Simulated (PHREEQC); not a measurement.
Solution (72 °C): 0.064 mol NaHSO4 and 0.011 mol Na2SO4 per kg of water. Closed to the air; pH follows from the charge balance.

The numbers come from PHREEQC with the ion-association model, wateq4f.dat.

| quantity | before | after |
|---|---|---|
| pH | 1.85 | 1.57 |
| ionic strength (mol/kgw) | 0.124 | 0.154 |
| Na+ (mol/kgw) | 0.0819 | 0.0814 |
| HSO4- (mol/kgw) | 0.0465 | 0.0307 |
| SO4-2 (mol/kgw) | 0.0245 | 0.0396 |
| NaSO4- (mol/kgw) | 0.00406 | 0.00465 |
| SI of Mirabilite (Na2SO4:10H2O) | -5.33 | -2.19 |

### Question
What was changed between the two runs?
A) diluted 100-fold with water
B) temperature from 72 to 85 °C
C) NaHSO4 from 0.064 to 0.0704 mol/kgw
D) temperature from 72 to 5 °C
E) Na2SO4 from 0.011 to 0.055 mol/kgw

### Answer
D, temperature from 72 to 5 °C

This is a speciation only: nothing precipitates in the calculation. At this temperature some constants are extrapolated from 25 °C, and those without enthalpy data are left unchanged.
